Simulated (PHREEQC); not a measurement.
A column of 1 m (30 cells, dispersivity 0.035 m, 3600 s a shift, diffusion coefficient 3e-10 m²/s) holds 0.0019 eq of the database's cation exchanger X per kg of pore water, first in equilibrium with 0.0029 mol LiCl, 0.09 mol BaCl2 and 1e-05 mol HCl per kg of water. It is flushed with 0.00058 mol MnCl2 and 1e-05 mol HCl per kg of water, at 15 °C. Values are for the last cell. No CO2 enters from the air. Precipitation was switched off in this run.

The series has 31 steps of pore volumes, from 0 to 6.017.

Equilibrium calculation in PHREEQC: ion-association model, phreeqc.dat.

Q: After how many pore volumes does Mn at the outlet first reach half of its feed value?

A: By 1.2 pore volumes.
